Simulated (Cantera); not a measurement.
An adiabatic, constant-volume homogeneous reactor starts with CH₄ : O₂ : N₂ = 1 : 1.33 : 5.01 (molar parts), equivalence ratio 1.5, at 973 K and 9.87 atm. Integrator tolerance rtol = 1e-08.

Cantera simulation using GRI-Mech 3.0 (53 species, 325 reactions); the numbers are that mechanism's predictions, not measurements. Below about 1000 K GRI-Mech 3.0 lacks low-temperature oxidation paths.

Q: What does this change do: 0.2 parts H2O added?

A: 
| quantity | before | after |
|---|---|---|
| time of steepest temperature rise | 0.153 s | 0.152 s |
| temperature at 0.300 s | 2766 K | 2718 K |
| equilibrium temperature | 2766 K | 2718 K |
| x(CH₄) at 0.300 s | 2.55e-10 (gas-phase equilibrium 2.86e-10) | 2.55e-10 (gas-phase equilibrium 2.86e-10) |
| x(O₂) at 0.300 s | 6.42e-5 (gas-phase equilibrium 6.42e-5) | 5.33e-5 (gas-phase equilibrium 5.33e-5) |
| x(C₂H₆) at 0.300 s | <1e-12 (gas-phase equilibrium <1e-12) | <1e-12 (gas-phase equilibrium <1e-12) |
| x(NO) at 0.300 s | 0.000547 (gas-phase equilibrium 0.000547) | 0.000459 (gas-phase equilibrium 0.000459) |
| x(NO₂) at 0.300 s | 3.69e-8 (gas-phase equilibrium 3.69e-8) | 2.91e-8 (gas-phase equilibrium 2.91e-8) |

Q: What does this change do: pressure from 9.87 atm to 4.93 atm?

A: 
| quantity | before | after |
|---|---|---|
| time of steepest temperature rise | 0.153 s | not reached |
| temperature at 0.300 s | 2766 K | 986 K |
| equilibrium temperature | 2766 K | 2749 K |
| x(CH₄) at 0.300 s | 2.55e-10 (gas-phase equilibrium 2.86e-10) | 0.135 (gas-phase equilibrium 7.52e-11) |
| x(O₂) at 0.300 s | 6.42e-5 (gas-phase equilibrium 6.42e-5) | 0.180 (gas-phase equilibrium 0.000111) |
| x(C₂H₆) at 0.300 s | <1e-12 (gas-phase equilibrium <1e-12) | 0.000225 (gas-phase equilibrium <1e-12) |
| x(NO) at 0.300 s | 0.000547 (gas-phase equilibrium 0.000547) | <1e-12 (gas-phase equilibrium 0.000703) |
| x(NO₂) at 0.300 s | 3.69e-8 (gas-phase equilibrium 3.69e-8) | <1e-12 (gas-phase equilibrium 4.46e-8) |

Q: What does this change do: CH4 1 to 1.4 parts?

A: 
```csv
quantity,before,after
time of steepest temperature rise,0.153 s,0.181 s
temperature at 0.300 s,2766 K,2347 K
equilibrium temperature,2766 K,2347 K
x(CH₄) at 0.300 s,2.55e-10 (gas-phase equilibrium 2.86e-10),3.57e-8 (gas-phase equilibrium 3.96e-8)
x(O₂) at 0.300 s,6.42e-5 (gas-phase equilibrium 6.42e-5),1.13e-7 (gas-phase equilibrium 1.13e-7)
x(C₂H₆) at 0.300 s,<1e-12 (gas-phase equilibrium <1e-12),<1e-12 (gas-phase equilibrium <1e-12)
x(NO) at 0.300 s,0.000547 (gas-phase equilibrium 0.000547),1.06e-5 (gas-phase equilibrium 1.06e-5)
x(NO₂) at 0.300 s,3.69e-8 (gas-phase equilibrium 3.69e-8),4.38e-11 (gas-phase equilibrium 4.38e-11)
```
